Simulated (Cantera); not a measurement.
Feed: 1 mol SiCl₄, 0.036 mol C₂H₂, 5.7 mol H₂, 0.97 mol HCl, held at 2050 °C.

Method: chemical equilibrium by Gibbs-energy minimisation in Cantera with the NASA 1993 tables (ideal gas, pure condensed phases). Candidate condensed phases: C, C₆H₆, C₇H₈, C₈H₁₈, Si, SiC; 109 gas species. Gases not in the tables: Si₂H₆ and higher silanes. Rates play no part.

### Question
Which condensed phases are stable at each of these points (P (Pa)): 100, 320, 1000, 3200, 10000, 32000, 100000?

### Answer
```json
[
 {"P (Pa)": "100", "condensed phases": "gas only", "Si condensed (%)": "0.0"},
 {"P (Pa)": "320", "condensed phases": "gas only", "Si condensed (%)": "0.0"},
 {"P (Pa)": "1000", "condensed phases": "gas only", "Si condensed (%)": "0.0"},
 {"P (Pa)": "3200", "condensed phases": "SiC(s)", "Si condensed (%)": "3.5"},
 {"P (Pa)": "10000", "condensed phases": "SiC(s)", "Si condensed (%)": "5.0"},
 {"P (Pa)": "32000", "condensed phases": "SiC(s)", "Si condensed (%)": "5.5"},
 {"P (Pa)": "100000", "condensed phases": "SiC(s)", "Si condensed (%)": "5.6"}
]
```

From 100 Pa to 1000 Pa nothing is condensed. From 3200 Pa to 100000 Pa the condensed part is SiC(s).
